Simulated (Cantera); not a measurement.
Gas mixture: 62.7 % N2, 37.3 % C2H6, at 750 Torr, frozen composition.

Cantera's kinetic-theory transport with the Lennard-Jones parameters of GRI-Mech 3.0, ideal gas; thermal conductivity in the multicomponent form. The composition is frozen, though it would react at the higher temperatures.

One state of this run: ρ (kg/m³) = 0.692; cp (J/kg/K) = 1652; μ (µPa s) = 20.9; λ (mW/m/K) = 44.4; Pr = 0.778; D (cm²/s) OH = 0.680; D (cm²/s) N2 = 0.377; D (cm²/s) NH3 = 0.500. D: mixture-averaged diffusion coefficient of that species in the mixture.

Which value of T (K) does it belong to?
(A) 1000
(B) 700
(C) 500
(D) 600

C, 500
